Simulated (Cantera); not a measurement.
A Cantera script and its output.

```python
import numpy as np
import cantera as ct

gas = ct.Solution("gri30.yaml")
gas.TPX = 1500, 510000, {'CH4': 1, 'H2O': 1.5, 'H2': 1.3}
inlet = ct.Reservoir(gas, clone=True)

reactor = ct.IdealGasConstPressureReactor(gas, energy="off", clone=False)
exhaust = ct.Reservoir(gas, clone=True)
tau = [1.7, 0.95, 0.52, 0.29, 0.16, 0.088, 0.048, 0.027, 0.015, 0.0081, 0.0045][0]
for a, b in ((inlet, reactor), (reactor, exhaust)):
    ct.MassFlowController(a, b, mdot=lambda t: reactor.mass / tau)
net = ct.ReactorNet([reactor])
show = ['CH4', 'H2O', 'H2', 'CH2', 'H2O2', 'C2H4', 'CO2']

rows = []
print(f"{'tau/s':>10s}{'T/K':>9s}" + "".join(f"{s:>11s}" for s in show))
for tau in [1.7, 0.95, 0.52, 0.29, 0.16, 0.088, 0.048, 0.027, 0.015, 0.0081, 0.0045]:
    net.initial_time = 0.0
    net.advance(30 * tau)
    before = gas.X
    net.advance(40 * tau)
    drift = np.max(np.abs(gas.X - before) / (gas.X + 1e-9))
    rows.append([gas.T, *gas[show].X, drift])
    print(f"{tau:10.3e}{gas.T:9.1f}" + "".join(f"{x:11.3e}" for x in gas[show].X))
```

Result:

```
     tau/s      T/K        CH4        H2O         H2        CH2       H2O2       C2H4        CO2
 1.700e+00   1500.0  1.732e-01  3.447e-01  4.387e-01  6.264e-10  1.020e-13  1.031e-02  3.564e-03
 9.500e-01   1500.0  1.794e-01  3.566e-01  4.256e-01  6.659e-10  1.093e-13  1.072e-02  2.160e-03
 5.200e-01   1500.0  1.869e-01  3.658e-01  4.137e-01  6.778e-10  1.126e-13  1.049e-02  1.132e-03
 2.900e-01   1500.0  1.964e-01  3.726e-01  4.023e-01  6.595e-10  1.121e-13  9.585e-03  5.245e-04
 1.600e-01   1500.0  2.089e-01  3.783e-01  3.898e-01  6.153e-10  1.091e-13  8.043e-03  2.029e-04
 8.800e-02   1500.0  2.230e-01  3.833e-01  3.769e-01  5.579e-10  1.056e-13  6.172e-03  6.615e-05
 4.800e-02   1500.0  2.362e-01  3.874e-01  3.651e-01  5.022e-10  1.027e-13  4.386e-03  1.868e-05
 2.700e-02   1500.0  2.460e-01  3.903e-01  3.565e-01  4.607e-10  1.007e-13  3.048e-03  5.292e-06
 1.500e-02   1500.0  2.529e-01  3.922e-01  3.505e-01  4.308e-10  9.910e-14  2.060e-03  1.440e-06
 8.100e-03   1500.0  2.574e-01  3.934e-01  3.467e-01  4.096e-10  9.726e-14  1.335e-03  3.708e-07
 4.500e-03   1500.0  2.598e-01  3.941e-01  3.446e-01  3.938e-10  9.489e-14  8.437e-04  1.012e-07
```

Detailed kinetics in Cantera: GRI-Mech 3.0 (53 species, 325 reactions).
